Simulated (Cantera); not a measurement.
**Low-pressure radical oxidation in H2/O2**

An isothermal, constant-pressure homogeneous reactor starts with H2 : O2 = 0.013 : 1 (molar parts), equivalence ratio 0.0065, at 975 K and 20.0 Torr.

Model: the H2/O2 subset of GRI-Mech 3.0, which has no nitrogen chemistry, integrated in Cantera. Radical loss at walls, strong at low pressure, is not modelled.

```json
[
 {"t (s)": "0.000500", "x H2": "0.0128", "x O2": "0.987", "x H2O": "5.31e-11", "x H": "2.84e-11", "x OH": "5.22e-11", "x H2O2": "<1e-12"},
 {"t (s)": "0.000861", "x H2": "0.0128", "x O2": "0.987", "x H2O": "2.17e-10", "x H": "6.48e-11", "x OH": "1.37e-10", "x H2O2": "<1e-12"},
 {"t (s)": "0.00148", "x H2": "0.0128", "x O2": "0.987", "x H2O": "1.15e-9", "x H": "2.37e-10", "x OH": "5.37e-10", "x H2O2": "<1e-12"},
 {"t (s)": "0.00255", "x H2": "0.0128", "x O2": "0.987", "x H2O": "1.16e-8", "x H": "2.04e-9", "x OH": "4.73e-9", "x H2O2": "<1e-12"},
 {"t (s)": "0.00439", "x H2": "0.0128", "x O2": "0.987", "x H2O": "4.74e-7", "x H": "8.05e-8", "x OH": "1.87e-7", "x H2O2": "1.96e-12"},
 {"t (s)": "0.00755", "x H2": "0.0125", "x O2": "0.987", "x H2O": "0.000251", "x H": "4.44e-5", "x OH": "9.51e-5", "x H2O2": "6.62e-9"},
 {"t (s)": "0.0130", "x H2": "0.00116", "x O2": "0.982", "x H2O": "0.0107", "x H": "0.00111", "x OH": "0.000795", "x H2O2": "2.47e-7"},
 {"t (s)": "0.0224", "x H2": "0.000121", "x O2": "0.984", "x H2O": "0.0125", "x H": "0.000204", "x OH": "0.000281", "x H2O2": "7.85e-8"},
 {"t (s)": "0.0385", "x H2": "3.10e-5", "x O2": "0.986", "x H2O": "0.0128", "x H": "4.97e-5", "x OH": "0.000150", "x H2O2": "5.00e-8"},
 {"t (s)": "0.0662", "x H2": "1.08e-5", "x O2": "0.987", "x H2O": "0.0128", "x H": "1.28e-5", "x OH": "9.19e-5", "x H2O2": "4.20e-8"},
 {"t (s)": "0.114", "x H2": "3.99e-6", "x O2": "0.987", "x H2O": "0.0129", "x H": "3.10e-6", "x OH": "5.68e-5", "x H2O2": "3.58e-8"},
 {"t (s)": "0.196", "x H2": "1.45e-6", "x O2": "0.987", "x H2O": "0.0129", "x H": "7.13e-7", "x OH": "3.48e-5", "x H2O2": "2.90e-8"},
 {"t (s)": "0.338", "x H2": "5.11e-7", "x O2": "0.987", "x H2O": "0.0129", "x H": "1.62e-7", "x OH": "2.14e-5", "x H2O2": "2.17e-8"},
 {"t (s)": "0.581", "x H2": "1.78e-7", "x O2": "0.987", "x H2O": "0.0129", "x H": "3.78e-8", "x OH": "1.32e-5", "x H2O2": "1.49e-8"},
 {"t (s)": "1.00", "x H2": "6.16e-8", "x O2": "0.987", "x H2O": "0.0129", "x H": "9.36e-9", "x OH": "8.37e-6", "x H2O2": "9.42e-9"}
]
```
x: mole fraction; the columns are a selection and need not sum to one.

Equilibrium at this temperature and pressure: H2 3.26e-12, O2 0.987, H2O 0.0129, H <1e-12, OH 9.15e-8, H2O2 4.25e-12 (gas phase only).
